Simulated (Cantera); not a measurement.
Charge: 1 mol Al, a varied amount of I2, held at 1550 K and 2.10 bar.

Cantera equilibrium calculation (NASA polynomials, part measured and part estimated; ideal gas, pure solids and liquids). Candidate condensed phases: Al, AlI3, I2; 7 gas species. Equilibrium is a limit: real reactors are often held back by kinetics, nucleation or transport.

Problem. What share of the Al ends up in condensed phases as a function of n(I2) (mol), at 0.18, 0.21, 0.26, 0.32, 0.38, 0.47, 0.57, 0.69, 0.84, 1, 1.2?

Solution. 
```json
[
 {"n(I2) (mol)": "0.18", "Al condensed (%)": "70.9", "as": "Al(l)"},
 {"n(I2) (mol)": "0.21", "Al condensed (%)": "66.1", "as": "Al(l)"},
 {"n(I2) (mol)": "0.26", "Al condensed (%)": "58.0", "as": "Al(l)"},
 {"n(I2) (mol)": "0.32", "Al condensed (%)": "48.3", "as": "Al(l)"},
 {"n(I2) (mol)": "0.38", "Al condensed (%)": "38.6", "as": "Al(l)"},
 {"n(I2) (mol)": "0.47", "Al condensed (%)": "24.0", "as": "Al(l)"},
 {"n(I2) (mol)": "0.57", "Al condensed (%)": "7.9", "as": "Al(l)"},
 {"n(I2) (mol)": "0.69", "Al condensed (%)": "0.0", "as": "-"},
 {"n(I2) (mol)": "0.84", "Al condensed (%)": "0.0", "as": "-"},
 {"n(I2) (mol)": "1", "Al condensed (%)": "0.0", "as": "-"},
 {"n(I2) (mol)": "1.2", "Al condensed (%)": "0.0", "as": "-"}
]
```
